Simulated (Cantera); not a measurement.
Cantera run:

```python
import numpy as np
import cantera as ct

gas_names = [...]  # 113 gases of nasa_gas.yaml made of C, H, O, Ti
cond_names = """
    C(gr) C6H6(L) C7H8(L) C8H18(L),n-octa H2O(s) H2O(L) Ti(a) Ti(b) Ti(L) TiC(s) TiC(L) TiO(a) TiO(b)
    TiO(L) TiO2(ru) TiO2(L) Ti2O3(a) Ti2O3(b) Ti2O3(L) Ti3O5(a) Ti3O5(b) Ti3O5(L) Ti4O7(s) Ti4O7(L)
""".split()


# ... load() reads the species with a 1 bar reference pressure and builds the phases ...
atoms = {
    'Ti(OiPr)4': {'Ti': 1, 'C': 12, 'H': 28, 'O': 4},
    'CH4': {'C': 1, 'H': 4},
    'H2': {'H': 2},
}
top_T = {'C(gr)': 4500}  # K; cautious upper limits of use, not melting points


# ... equilibrate(T, P, feed) seeds the gas with the atoms and calls Mixture.equilibrate('TP', solver="vcs", rtol=1e-11, max_steps=5000) ...
results = []
feed = {'Ti(OiPr)4': 1, 'CH4': 2.1, 'H2': 66}  # mol
P = 100000  # Pa
for T in [1175, 1250, 1325, 1400, 1475, 1550, 1625, 1700, 1775, 1850, 1925, 2000, 2075, 2150]:
    mix = equilibrate(T, P, feed)
    results.append((T, P, feed, dict(zip(mix.species_names, mix.species_moles))))

top = {s: max(r[3][s] / sum(r[3][g] for g in gas_names) for r in results) for s in gas_names}
cols = sorted((s for s in top if top[s] > 0.001), key=lambda s: -top[s])[:7]
seen = [c for c in cond_names if any(r[3].get(c, 0) > 1e-12 for r in results)]
print("log10 of partial pressures in bar; condensed amounts in mol")
print(f"{'T/K':>10s}" + "".join(f"{s[:9]:>10s}" for s in cols + seen))
for T, P, feed, n in results:
    ng = sum(n[g] for g in gas_names)
    print(f"{T:10.4g}" + "".join(f"{np.log10(max(n[s] / ng * P / 1e5, 1e-99)):10.3f}" for s in cols)
          + "".join(f"{n.get(c, 0):10.4g}" for c in seen))
```

Output:

```
log10 of partial pressures in bar; condensed amounts in mol
       T/K        H2        CO       CH4         H C2H2,acet     C(gr)    TiC(s)  TiO2(ru)  Ti3O5(b)  Ti4O7(s)
      1175    -0.018    -1.637    -1.755    -6.921    -7.214     10.66         0    0.9233         0   0.01917
      1250    -0.016    -1.586    -1.991    -6.324    -6.615     11.01         0         0         0      0.25
      1325    -0.015    -1.570    -2.203    -5.794    -6.085     11.24         0         0    0.3333         0
      1400    -0.022    -1.343    -2.409    -5.324    -5.621     8.771         1         0         0         0
      1475    -0.021    -1.343    -2.579    -4.898    -5.197     8.875         1         0         0         0
      1550    -0.021    -1.343    -2.734    -4.512    -4.816     8.939         1         0         0         0
      1625    -0.021    -1.343    -2.874    -4.162    -4.470     8.979         1         0         0         0
      1700    -0.021    -1.343    -3.002    -3.842    -4.155     9.001         1         0         0         0
      1775    -0.021    -1.343    -3.119    -3.549    -3.867     9.009         1         0         0         0
      1850    -0.021    -1.343    -3.226    -3.279    -3.603     9.003         1         0         0         0
      1925    -0.021    -1.343    -3.324    -3.030    -3.360      8.98         1         0         0         0
      2000    -0.021    -1.344    -3.415    -2.800    -3.136     8.935         1         0         0         0
      2075    -0.022    -1.344    -3.499    -2.586    -2.928     8.861         1         0         0         0
      2150    -0.023    -1.344    -3.578    -2.386    -2.736     8.749         1         0         0         0
```

Equilibrium computed with Cantera from the NASA thermochemical tables; the gas is ideal and each condensed phase is pure. The feed counts by its element totals alone. Mutual solubility and eutectic melting of coexisting phases are not modelled. TiC: taken at fixed stoichiometry. Condensed phases not in the tables: Magnéli phases beyond Ti4O7.
